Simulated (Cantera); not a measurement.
A Cantera script and what it prints.

```python
import numpy as np
import cantera as ct

gas_names = """
    CL CL2 H HCL H2 Si SiCL SiCL2 SiCL3 SiCL4 SiH SiHCL3 SiH2 SiH2CL2 SiH3 SiH3CL SiH4 Si2 Si3
""".split()
cond_names = """
    Si(cr) Si(L)
""".split()


# ... load() reads the species with a 1 bar reference pressure and builds the phases ...
atoms = {
    'Si': {'Si': 1},
    'Cl2': {'CL': 2},
    'H2': {'H': 2},
}
top_T = {}  # K; cautious upper limits of use, not melting points


# ... equilibrate(T, P, feed) seeds the gas with the atoms and calls Mixture.equilibrate('TP', solver="vcs", rtol=1e-11, max_steps=5000) ...
results = []
feed = {'Si': 1, 'Cl2': 1.9, 'H2': 9.4}  # mol
T = 900  # K
P = 14000  # Pa
mix = equilibrate(T, P, feed)
results.append((T, P, feed, dict(zip(mix.species_names, mix.species_moles))))
print(gas.report(threshold=1e-06))
for i in range(1, mix.n_phases):
    print(f"{mix.phase(i).name:16s} {mix.phase_moles(i):12.5e} mol")
```

Result:

```
       temperature   900 K
          pressure   14000 Pa
           density   0.033006 kg/m^3
  mean mol. weight   17.642 kg/kmol
   phase of matter   gas

                          1 kg             1 kmol
                     ---------------   ---------------
          enthalpy       -2.1996e+06       -3.8805e+07  J
   internal energy       -2.6238e+06       -4.6288e+07  J
           entropy             11878        2.0955e+05  J/K
    Gibbs function        -1.289e+07        -2.274e+08  J
 heat capacity c_p            2104.1             37119  J/K
 heat capacity c_v            1632.8             28805  J/K

                      mass frac. Y      mole frac. X     chem. pot. / RT
                     ---------------   ---------------   ---------------
               HCL          0.015155         0.0073334           -43.235
                H2           0.10234            0.8956           -19.326
             SiCL2        0.00031619        5.6353e-05           -70.968
             SiCL3          0.002211        0.00029014           -104.54
             SiCL4           0.68567          0.071203           -138.11
            SiHCL3           0.18963          0.024699            -114.2
           SiH2CL2         0.0046525        0.00081265           -90.294
            SiH3CL        2.4606e-05        6.5219e-06           -66.385
     [  +11 minor]        4.2717e-08         2.375e-08

Si(cr)            0.00000e+00 mol
```

Method: chemical equilibrium by Gibbs-energy minimisation in Cantera with the NASA 1993 tables (ideal gas, pure condensed phases). The tables' values for SiCl3 are old estimates; treat these amounts as uncertain.
